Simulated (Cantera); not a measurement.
A perfectly stirred reactor is fed with 33.3 % NO, 66.7 % N₂, at 3400 Pa; it is held at 2025 K, and followed from long to short residence time.

Cantera simulation using GRI-Mech 3.0 (53 species, 325 reactions); the numbers are that mechanism's predictions, not measurements. Radical loss at walls, strong at low pressure, is not modelled.

x: mole fraction; the columns are a selection and need not sum to one.

```
τ (s)     x NO      x O₂       x O       x NO₂    x N₂O   x N₂
-------  -----  --------  --------  ----------  -------  -----
14       0.104     0.114   0.00151  (withheld)  3.30e-6  0.781
3.0      0.237    0.0476   0.00103  (withheld)  1.92e-5  0.714
0.62     0.315   0.00872  0.000565  (withheld)  3.85e-5  0.675
0.13     0.330   0.00133  0.000364  (withheld)  4.28e-5  0.668
0.027    0.333  0.000120  0.000176  (withheld)  3.67e-5  0.667
0.0057   0.333   4.57e-6   3.85e-5  (withheld)  1.90e-5  0.667
0.0012   0.333   1.60e-7   6.82e-6  (withheld)  5.63e-6  0.667
0.00025  0.333   6.46e-9   1.34e-6  (withheld)  1.28e-6  0.667
```

What belongs in the gaps?


- 14, x NO₂: 2.31e-5
- 3.0, x NO₂: 3.40e-5
- 0.62, x NO₂: 2.14e-5
- 0.13, x NO₂: 1.32e-5
- 0.027, x NO₂: 6.94e-6
- 0.0057, x NO₂: 1.46e-6
- 0.0012, x NO₂: 1.46e-7
- 0.00025, x NO₂: 9.06e-9
